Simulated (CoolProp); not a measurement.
R245fa along the isotherm 440 K: Z from the reference equation and from simpler models built on Tc = 427.0 K, pc = 36.51 bar, ω = 0.378; each cubic takes its own stable root.

Model: reference Helmholtz-energy equation of state, Akasaka 2015, in CoolProp.

```
p (bar)          phase  reference  van der Waals  Redlich-Kwong  Soave-Redlich-Kwong  Peng-Robinson
-------  -------------  ---------  -------------  -------------  -------------------  -------------
0.289              gas     0.9976         0.9978         0.9975               0.9976         0.9973
0.435              gas     0.9965         0.9967         0.9963               0.9963         0.9959
0.657              gas     0.9946         0.9950         0.9944               0.9945         0.9938
0.991              gas     0.9919         0.9925         0.9915               0.9917         0.9906
1.49               gas     0.9878         0.9886         0.9871               0.9874         0.9859
2.26               gas     0.9814         0.9827         0.9804               0.9809         0.9786
3.4                gas     0.9718         0.9737         0.9704               0.9710     (withheld)
5.13               gas     0.9570     (withheld)         0.9549               0.9559     (withheld)
7.74               gas     0.9340         0.9384     (withheld)               0.9325         0.9248
11.7               gas     0.8974         0.9041         0.8929           (withheld)         0.8841
17.6               gas     0.8381         0.8482         0.8321               0.8366     (withheld)
26.6               gas     0.7321         0.7465         0.7247               0.7337         0.7099
40.1     supercritical     0.4919     (withheld)         0.4696               0.5102         0.4815
60.5     supercritical     0.2807         0.3840         0.3302               0.3439         0.3135
91.3     supercritical     0.3712         0.5123         0.4227               0.4313         0.3899
```

What belongs in the gaps?


- 3.4, Peng-Robinson: 0.9676
- 5.13, van der Waals: 0.9599
- 5.13, Peng-Robinson: 0.9507
- 7.74, Redlich-Kwong: 0.9309
- 11.7, Soave-Redlich-Kwong: 0.8956
- 17.6, Peng-Robinson: 0.8199
- 40.1, van der Waals: 0.4548
